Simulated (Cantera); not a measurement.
A Cantera script and what it prints.

```python
import numpy as np
import cantera as ct

gas_names = """
    I I2 N N2 Pb PbI PbI2 PbI4 Pb2
""".split()
cond_names = """
    I2(cr) I2(L) Pb(cr) Pb(L) PbI2(s) PbI2(L)
""".split()


def load(file, names, dense=False):
    # The tables refer to 1 bar. Condensed volumes are neglected.
    table = {s.name: s for s in ct.Species.list_from_file(file)}
    out = []
    for n in names:
        d = dict(table[n].input_data)
        d["thermo"] = dict(d["thermo"], **{"reference-pressure": 1e5})
        if dense:
            d["equation-of-state"] = {"model": "constant-volume", "density": "1e6 g/cm^3"}
        out.append(ct.Species.from_dict(d))
    return out


gas = ct.Solution(thermo="ideal-gas", species=load("nasa_gas.yaml", gas_names))
cond = {s.name: ct.Solution(thermo="fixed-stoichiometry", species=[s], name=s.name)
        for s in load("nasa_condensed.yaml", cond_names, dense=True)}
atoms = {
    'PbI2': {'Pb': 1, 'I': 2},
    'N2': {'N': 2},
}
top_T = {}  # K; cautious upper limits of use, not melting points


def equilibrate(T, P, feed):
    n = {}
    for name, mol in feed.items():
        for a, k in atoms[name].items():
            n[a] = n.get(a, 0.0) + k * mol
    gas.TPX = T, P, n
    mass = sum(n.values()) * gas.mean_molecular_weight
    gas.equilibrate("TP")
    valid = [c for c in cond.values() if c.min_temp <= T <= top_T.get(c.name, c.max_temp)]
    mix = ct.Mixture([(gas, mass / gas.mean_molecular_weight)] + [(c, 0.0) for c in valid])
    mix.T, mix.P = T, P
    mix.equilibrate("TP", solver="vcs", rtol=1e-11, max_steps=5000)
    return mix


results = []
feed = {'PbI2': 1, 'N2': 140}  # mol
T = 873.15  # K
P = 1000  # Pa
mix = equilibrate(T, P, feed)
results.append((T, P, feed, dict(zip(mix.species_names, mix.species_moles))))
x = sorted(zip(gas.X, gas.species_names), reverse=True)
print(f"T = {T:g} K  P = {P:g} Pa  gas = {mix.phase_moles(0):.4g} mol")
print("   x: " + "  ".join(f"{s} {v:.3e}" for v, s in x if v > 1e-05))
print("   condensed (mol): " + ("  ".join(f"{mix.phase(i).name} {mix.phase_moles(i):.4g}"
      for i in range(1, mix.n_phases) if mix.phase_moles(i) > 1e-12) or "none"))
```

Result:

```
T = 873.15 K  P = 1000 Pa  gas = 140.9 mol
   x: N2 9.938e-01  PbI2 4.458e-03  PbI4 1.206e-03  PbI 4.400e-04  Pb 6.387e-05  I 1.919e-05
   condensed (mol): Pb(L) 0.1312
```

Method: chemical equilibrium by Gibbs-energy minimisation in Cantera with the NASA 1993 tables (ideal gas, pure condensed phases). The tables' values for PbI4 are old estimates; treat these amounts as uncertain.
